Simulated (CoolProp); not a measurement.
Vapour-liquid equilibrium of carbon dioxide (1) + n-butane (2) at -43.25 °C; x and y are mole fractions of (1).

Model: multi-fluid Helmholtz-energy mixture model, Span 1996 and Bücker 2006; pair parameters Kunz 2012, in CoolProp.

### Question
Give the bubble pressure and the first vapour's composition at x = 0.45, 0.75, 0.95. Is there an azeotrope?

### Answer
x = 0.45: 6.450 bar, y = 0.981; x = 0.75: 7.461 bar, y = 0.986; x = 0.95: 8.488 bar, y = 0.995. No azeotrope shows between x = 0.05 and 0.95.

The pair parameters rest on a limited set of measurements; away from them the model extrapolates. With so large a gap from Raoult's law the liquid may split in two, which this calculation doesn't test in full.
